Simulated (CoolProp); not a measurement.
Fluoroethane (R161) at several states: density (kg/m³) from the reference equation and from simpler models built on Tc = 375.2 K, pc = 50.10 bar, ω = 0.216; each cubic takes its own stable root.

Computed with CoolProp (reference Helmholtz-energy equation of state, Wu 2012).

```
T (K)  p (bar)   phase  reference  Soave-Redlich-Kwong  Peng-Robinson
-----  -------  ------  ---------  -------------------  -------------
392.9       50     gas      121.8                  [?]            [?]
139       10.1  liquid      945.6                  [?]          908.2
138.2     16.6  liquid      946.9                  [?]            [?]
284      0.458     gas     0.9399               0.9391         0.9395
146.4       50  liquid        [?]                  [?]            [?]
```

**Question.** What belongs in the gaps?

**Answer.** 
- 392.9, Soave-Redlich-Kwong: 118.5
- 392.9, Peng-Robinson: 124.2
- 139, Soave-Redlich-Kwong: 810.3
- 138.2, Soave-Redlich-Kwong: 811.2
- 138.2, Peng-Robinson: 909.1
- 146.4, reference: 937.9
- 146.4, Soave-Redlich-Kwong: 805.7
- 146.4, Peng-Robinson: 903.1
